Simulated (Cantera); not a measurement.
**Equilibrium for metals in furnace atmospheres: Cu + CO + N2**

Charge: 1 mol Cu, 2.6 mol CO, 1.9 mol N2, at 170 Pa.

Method: chemical equilibrium by Gibbs-energy minimisation in Cantera with the NASA 1993 tables (ideal gas, pure condensed phases). Candidate condensed phases: C, Cu, CuO, Cu2O; 27 gas species. The numbers say what is thermodynamically allowed, not how fast it happens.

From 1000 K to 1050 K the condensed part is C(graphite) + Cu(s). From 1100 K to 1300 K the condensed part is Cu(s).

| T (K) | x CO | x N2 | x CO2 | x Cu | x Cu2 | n C(graphite) | n Cu(s) |
|---|---|---|---|---|---|---|---|
| 1000 | 0.577 | 0.422 | 0.000321 | 9.18e-9 | <1e-12 | 0.00145 | 1.00 |
| 1050 | 0.578 | 0.422 | 0.000121 | 6.19e-8 | <1e-12 | 0.000546 | 1.00 |
| 1100 | 0.578 | 0.422 | 5.01e-5 | 3.50e-7 | 2.80e-12 | 0 | 1.000 |
| 1150 | 0.578 | 0.422 | 2.24e-5 | 1.70e-6 | 2.64e-11 | 0 | 1.000 |
| 1200 | 0.578 | 0.422 | 1.07e-5 | 7.22e-6 | 2.05e-10 | 0 | 1.000 |
| 1250 | 0.578 | 0.422 | 5.46e-6 | 2.73e-5 | 1.35e-9 | 0 | 1.000 |
| 1300 | 0.578 | 0.422 | 2.93e-6 | 9.28e-5 | 7.62e-9 | 0 | 1.000 |
x: gas mole fraction; n: condensed amount in mol.
